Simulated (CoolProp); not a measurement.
Properties of dodecamethylcyclohexasiloxane (D6) at several states.

The numbers come from the reference Helmholtz-energy equation of state, Colonna 2008 in CoolProp. It is a short technical equation, of lower accuracy than the large ones.

| T (°C) | p (MPa) | phase | cp (kJ/(kg K)) | cv (kJ/(kg K)) | isothermal compressibility (1/MPa) | expansivity (1/kK) |
|---|---|---|---|---|---|---|
| 207.25 | 0.0247 | gas | 1.709 | 1.688 | 41.69 | 2.273 |
| 317.05 | 2.66 | liquid | 2.147 | 1.935 | 0.02682 | 2.465 |
| 197.55 | 0.0167 | gas | 1.687 | 1.667 | 61.13 | 2.262 |
| 307.75 | 0.0914 | gas | 1.900 | 1.876 | 11.64 | 2.085 |
